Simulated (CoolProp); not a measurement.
Vapour-liquid equilibrium of ethane (1) + C3F8 (R218) (2) at 0.982 MPa; x and y are mole fractions of (1).

Computed with CoolProp (multi-fluid Helmholtz-energy mixture model, Bücker 2006 and Lemmon 2006; pair parameters Bell 2016).

### Question
Give the bubble temperature and the first vapour's composition at x = 0.45, 0.85, 0.95. Is there an azeotrope?

### Answer
x = 0.45: 253.3 K, y = 0.829; x = 0.85: 243.4 K, y = 0.939; x = 0.95: 241.5 K, y = 0.976. No azeotrope shows between x = 0.05 and 0.95.

The pair parameters rest on a limited set of measurements; away from them the model extrapolates.
